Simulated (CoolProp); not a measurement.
A closed Brayton cycle with carbon dioxide: compressor inlet 326.15 K and 8.4 MPa, high pressure 18.6 MPa, turbine inlet 970 K, compressor efficiency 0.8, turbine efficiency 0.93, recuperator effectiveness 0 (on enthalpy, no pinch check). Each further row changes one setting.

Computed with CoolProp (reference Helmholtz-energy equation of state, Span 1996).

| case | thermal efficiency (%) | net work (kJ/kg) | compressor to turbine work | compressor exit (K) | turbine exit (K) |
|---|---|---|---|---|---|
| as stated | 11.9 | 88.6 | 0.32 | 393.5 | 860.4 |
| turbine inlet 920 K | 12.0 | 81.5 | 0.34 | 393.5 | 814.3 |
| compressor inlet 336.15 K | 11.6 | 83.2 | 0.36 | 408.6 | 860.4 |
| high pressure 15.8 MPa | 9.7 | 72.7 | 0.31 | 379.3 | 882.3 |
| recuperator effectiveness 0.5 | 18.9 | 88.6 | 0.32 | 393.5 | 860.4 |
